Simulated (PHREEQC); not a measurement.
Model water analysis in mg/kgw, 27 °C, pH 3.06, pe 11:

```
constituent              mg/kgw
-----------------------  ------
Na                         1360
K                           212
Ca                         54.2
Mg                          208
Cl                          701
S(6) as SO4                3390
Mn(2)                      50.5
Cu(2)                      2.21
O(0) (dissolved oxygen)    3.38
N(5) as NO3                 119
```

Valence states are taken as typed.

All values are PHREEQC results (ion-association model, phreeqc.dat), not measurements.

Each row changes one thing in this solution. This is a speciation only: nothing precipitates in the calculation.

```json
[
 {"case": "as made", "ionic strength (mol/kgw)": "0.108", "Na+ (mol/kgw)": "0.0565", "SO4-2 (mol/kgw)": "0.0262", "K+ (mol/kgw)": "0.00508", "Mg+2 (mol/kgw)": "0.00449", "MgSO4 (mol/kgw)": "0.00407", "SI of Gypsum (CaSO4:2H2O)": "-0.95", "SI of Halite (NaCl)": "-4.75"},
 {"case": "temperature from 27 to 20 °C at the same typed pH", "ionic strength (mol/kgw)": "0.110", "Na+ (mol/kgw)": "0.0565", "SO4-2 (mol/kgw)": "?", "K+ (mol/kgw)": "0.00511", "Mg+2 (mol/kgw)": "0.00481", "MgSO4 (mol/kgw)": "0.00375", "SI of Gypsum (CaSO4:2H2O)": "-0.93", "SI of Halite (NaCl)": "-4.74"},
 {"case": "all concentrations times 2 at the same typed pH", "ionic strength (mol/kgw)": "0.207", "Na+ (mol/kgw)": "0.110", "SO4-2 (mol/kgw)": "0.0490", "K+ (mol/kgw)": "0.00988", "Mg+2 (mol/kgw)": "?", "MgSO4 (mol/kgw)": "0.00906", "SI of Gypsum (CaSO4:2H2O)": "-0.59", "SI of Halite (NaCl)": "?"},
 {"case": "Cl from 701 to 1400 mg/kgw", "ionic strength (mol/kgw)": "?", "Na+ (mol/kgw)": "0.0565", "SO4-2 (mol/kgw)": "0.0264", "K+ (mol/kgw)": "0.00509", "Mg+2 (mol/kgw)": "?", "MgSO4 (mol/kgw)": "0.00396", "SI of Gypsum (CaSO4:2H2O)": "-0.96", "SI of Halite (NaCl)": "-4.46"}
]
```

Task: Fill in the missing entries.

Result: 
- temperature from 27 to 20 °C at the same typed pH, SO4-2 (mol/kgw): 0.0267
- all concentrations times 2 at the same typed pH, Mg+2 (mol/kgw): 0.00805
- all concentrations times 2 at the same typed pH, SI of Halite (NaCl): -4.21
- Cl from 701 to 1400 mg/kgw, ionic strength (mol/kgw): 0.119
- Cl from 701 to 1400 mg/kgw, Mg+2 (mol/kgw): 0.00459
